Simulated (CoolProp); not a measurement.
Saturated liquid density (kg/m³) of chlorine: the reference equation beside estimates from Tc = 143.7 °C, pc = 7.642 MPa, ω = 0.070.

The numbers come from the reference Helmholtz-energy equation of state, Thol 2021 in CoolProp.

| T (°C) | reference | van der Waals | Redlich-Kwong | Peng-Robinson |
|---|---|---|---|---|
| -17.75 | 1519 | 955.3 | 1404 | 1584 |
| -15.45 | 1512 | 951.6 | 1398 | 1577 |
| -13.15 | 1506 | 947.9 | 1391 | 1571 |
| -10.85 | 1499 | 944.1 | 1385 | 1564 |
| -8.55 | 1492 | 940.3 | 1378 | 1557 |
| -6.35 | 1486 | 936.6 | 1372 | 1551 |
| -4.05 | 1480 | 932.7 | 1365 | 1543 |
| -1.75 | 1473 | 928.8 | 1358 | 1536 |
| 0.55 | 1466 | 924.9 | 1351 | 1529 |
| 2.85 | 1459 | 920.9 | 1344 | 1522 |
| 5.15 | 1453 | 916.8 | 1337 | 1514 |
| 7.45 | 1446 | 912.8 | 1330 | 1507 |
| 9.65 | 1439 | 908.9 | 1323 | 1500 |
| 11.95 | 1433 | 904.7 | 1316 | 1492 |
| 14.25 | 1426 | 900.5 | 1308 | 1484 |

Absolute difference from the reference over all 15 rows, mean and median: van der Waals 36.9 and 36.9 %, Redlich-Kwong 7.8 and 7.8 %, Peng-Robinson 4.3 and 4.3 %.
